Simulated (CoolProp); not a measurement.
1,2-dichloroethane along the isobar 22 MPa: fugacity coefficient from the reference equation and from simpler models built on Tc = 561.6 K, pc = 5.226 MPa, ω = 0.269; each cubic takes its own stable root.

The numbers come from the reference Helmholtz-energy equation of state, Thol 2015 in CoolProp.

| T (K) | phase | reference |
|---|---|---|
| 276.3 | liquid | 0.0003185 |
| 295 | liquid | 0.0008260 |
| 313.6 | liquid | 0.001866 |
| 332.3 | liquid | 0.003792 |
| 350.9 | liquid | 0.007010 |
| 369.5 | liquid | 0.01201 |
| 388.2 | liquid | 0.01934 |
| 406.8 | liquid | 0.02939 |
| 425.4 | liquid | 0.04262 |
| 444.1 | liquid | 0.05941 |
| 462.7 | liquid | 0.07979 |
| 481.4 | liquid | 0.1040 |
| 500 | liquid | 0.1318 |

Question: How far does each simpler model (Redlich-Kwong, Soave-Redlich-Kwong) lie from the reference over these 13 states: mean and median of the absolute difference, and the worst?

Answer: 
- Redlich-Kwong: mean 94.5 %, median 78.0 %, worst +217.4 % at 276.3 K and 22 MPa
- Soave-Redlich-Kwong: mean 8.2 %, median 8.5 %, worst +10.9 % at 500 K and 22 MPa
